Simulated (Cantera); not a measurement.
A perfectly stirred reactor is fed with N2O : N2 = 1 : 2.1 (molar parts), at 4.05 Torr; it is held at 1275 K, and followed from long to short residence time.

Detailed kinetics in Cantera: GRI-Mech 3.0 (53 species, 325 reactions). GRI-Mech 3.0 was tuned for natural gas; its chemistry of N2O as a main component is partial and can be far from experiment. Radical loss at walls, strong at low pressure, is not modelled. The mechanism lacks the step 2 NO + O2 → 2 NO2, which can matter for NO2 below about 1400 K. The temperature is held fixed by assumption; the heat of reaction is taken as removed at once.

Task: What does this change do: pressure from 4.05 Torr to 1.01 bar?

Result: 
```json
[
 {"quantity": "x(N2O) at τ = 14.0 s", "before": "0.267", "after": "0.0138"},
 {"quantity": "x(O2) at τ = 14.0 s", "before": "0.0205", "after": "0.126"},
 {"quantity": "x(O) at τ = 14.0 s", "before": "5.47e-6", "after": "1.16e-6"},
 {"quantity": "x(NO) at τ = 14.0 s", "before": "0.00651", "after": "0.0133"},
 {"quantity": "x(NO2) at τ = 14.0 s", "before": "3.88e-7", "after": "0.000130"},
 {"quantity": "x(N2O) at τ = 0.110 s", "before": "0.322", "after": "0.253"},
 {"quantity": "x(O2) at τ = 0.110 s", "before": "0.000189", "after": "0.0259"},
 {"quantity": "x(O) at τ = 0.110 s", "before": "5.34e-6", "after": "4.65e-6"},
 {"quantity": "x(NO) at τ = 0.110 s", "before": "6.02e-5", "after": "0.00767"},
 {"quantity": "x(NO2) at τ = 0.110 s", "before": "3.61e-10", "after": "7.18e-5"}
]
```

Task: What does this change do: N2 2.1 to 8 parts?

Result: 
```
quantity                 before     after
---------------------  --------  --------
x(N2O) at τ = 14.0 s      0.267    0.0936
x(O2) at τ = 14.0 s      0.0205   0.00717
x(O) at τ = 14.0 s      5.47e-6   5.47e-6
x(NO) at τ = 14.0 s     0.00651   0.00228
x(NO2) at τ = 14.0 s    3.88e-7   1.21e-7
x(N2O) at τ = 0.110 s     0.322     0.111
x(O2) at τ = 0.110 s   0.000189   6.24e-5
x(O) at τ = 0.110 s     5.34e-6   5.11e-6
x(NO) at τ = 0.110 s    6.02e-5   1.98e-5
x(NO2) at τ = 0.110 s  3.61e-10  1.14e-10
```
